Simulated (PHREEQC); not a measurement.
Consider water at 86 °C with 0.044 mol/kgw NH3 and 0.0015 mol/kgw K2SiO3. Closed to the air; pH follows from the charge balance.

Model: ion-association model, phreeqc.dat, run in PHREEQC.

| quantity | before | after |
|---|---|---|
| pH | 9.78 | 9.50 |
| ionic strength (mol/kgw) | 0.00340 | 0.00132 |
| NH4+ (mol/kgw) | 0.000393 | 0.000720 |

Which change was made?
A) K2SiO3 left out
B) K2SiO3 replaced by KOH at the same molality
C) NH3 from 0.044 to 0.066 mol/kgw
D) NH3 from 0.044 to 0.0484 mol/kgw
E) K2SiO3 from 0.0015 to 0.0003 mol/kgw

E, K2SiO3 from 0.0015 to 0.0003 mol/kgw

Precipitation was switched off in this run. Away from 25 °C the constants follow the database's enthalpies or fits; those with neither stay at their 25 °C values.
